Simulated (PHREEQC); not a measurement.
Synthetic water in mg/L, 20 °C, pH 6.95, pe 8.8: Na 0.367; K 0.0734; Ca 0.339; Mg 0.0274; Cl 0.405; S(6) as SO4 0.418; Alkalinity as HCO3 0.956; Si as SiO2 0.0118.

Valence states are taken as typed.

Computed with PHREEQC (ion-association model, wateq4f.dat).

```
quantity               before     after
-------------------  --------  --------
CO2 (mol/kgw)         4.21e-6   8.48e-6
CO3-2 (mol/kgw)       6.04e-9   3.06e-9
MgSO4 (mol/kgw)      9.42e-10  9.42e-10
NaSO4- (mol/kgw)     3.26e-10  3.26e-10
H3SiO4- (mol/kgw)    2.17e-10  1.09e-10
NaHCO3 (mol/kgw)     1.39e-10  1.40e-10
SI of Quartz (SiO2)     -2.65     -2.65
```

Which change was made?
A) pH from 6.95 to 7.95 at the same alkalinity
B) pH from 6.95 to 6.65 at the same alkalinity
C) temperature from 20 to 25 °C at the same typed pH
D) Na from 0.367 to 1.1 mg/L

B, pH from 6.95 to 6.65 at the same alkalinity

No solid was allowed to form.
